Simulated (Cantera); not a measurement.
**Counterflow diffusion flame**

A counterflow diffusion flame at 0.320 bar, nozzles 20 mm apart: fuel side 100 % H₂ at 450 K, oxidiser side 18.0 % O₂, 82.0 % N₂ at 750 K, fuel mass flux 0.37 times the oxidiser's; mixture-averaged transport, no radiation.

Cantera simulation using the H2/O2 subset of GRI-Mech 3.0, which has no nitrogen chemistry; the numbers are that mechanism's predictions, not measurements. The maximum strain rate includes the flame's own expansion and is several times the mean.

```json
[
 {"oxidiser flux (kg/m²/s)": "0.19", "max strain (1/s)": "1030", "mean strain (1/s)": "268", "T max (K)": "2006", "peak x OH": "0.0174", "peak x H": "0.0420", "peak x H₂O": "0.226", "peak x HO₂": "3.81e-5"},
 {"oxidiser flux (kg/m²/s)": "0.28", "max strain (1/s)": "1500", "mean strain (1/s)": "395", "T max (K)": "1926", "peak x OH": "0.0162", "peak x H": "0.0465", "peak x H₂O": "0.223", "peak x HO₂": "4.25e-5"},
 {"oxidiser flux (kg/m²/s)": "0.42", "max strain (1/s)": "2210", "mean strain (1/s)": "593", "T max (K)": "1843", "peak x OH": "0.0149", "peak x H": "0.0510", "peak x H₂O": "0.221", "peak x HO₂": "4.60e-5"},
 {"oxidiser flux (kg/m²/s)": "0.62", "max strain (1/s)": "3260", "mean strain (1/s)": "875", "T max (K)": "1772", "peak x OH": "0.0138", "peak x H": "0.0561", "peak x H₂O": "0.218", "peak x HO₂": "4.90e-5"},
 {"oxidiser flux (kg/m²/s)": "0.92", "max strain (1/s)": "4800", "mean strain (1/s)": "1300", "T max (K)": "1695", "peak x OH": "0.0124", "peak x H": "0.0608", "peak x H₂O": "0.214", "peak x HO₂": "5.20e-5"},
 {"oxidiser flux (kg/m²/s)": "1.4", "max strain (1/s)": "7270", "mean strain (1/s)": "1980", "T max (K)": "1603", "peak x OH": "0.0105", "peak x H": "0.0637", "peak x H₂O": "0.209", "peak x HO₂": "5.49e-5"},
 {"oxidiser flux (kg/m²/s)": "2", "max strain (1/s)": "10300", "mean strain (1/s)": "2820", "T max (K)": "1532", "peak x OH": "0.00925", "peak x H": "0.0663", "peak x H₂O": "0.203", "peak x HO₂": "5.73e-5"},
 {"oxidiser flux (kg/m²/s)": "3", "max strain (1/s)": "15600", "mean strain (1/s)": "4240", "T max (K)": "1448", "peak x OH": "0.00767", "peak x H": "0.0670", "peak x H₂O": "0.191", "peak x HO₂": "6.01e-5"}
]
```
x: mole fraction; the columns are a selection and need not sum to one.
